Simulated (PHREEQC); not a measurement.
Make-up at 20 °C: 1.2 mmol/kgw Cu(BF4)2, 180 mmol/kgw HNO3 and 47 mmol/kgw H3BO3. Closed to the air; pH follows from the charge balance.

All values are PHREEQC results (ion-association model, phreeqc.dat), not measurements.

| quantity | before | after |
|---|---|---|
| pH | 0.84 | 1.51 |
| H2BO3- (mol/kgw) | 2.40e-10 | 1.98e-10 |

What was changed between the two runs?
A) temperature from 20 to 55 °C
B) diluted 100-fold with water
C) H3BO3 from 0.047 to 0.0423 mol/kgw
D) diluted 5-fold with water
E) Cu(BF4)2 left out

D, diluted 5-fold with water

This is a speciation only: nothing precipitates in the calculation. Real BF4- forms and hydrolyses slowly; the run takes it at equilibrium.
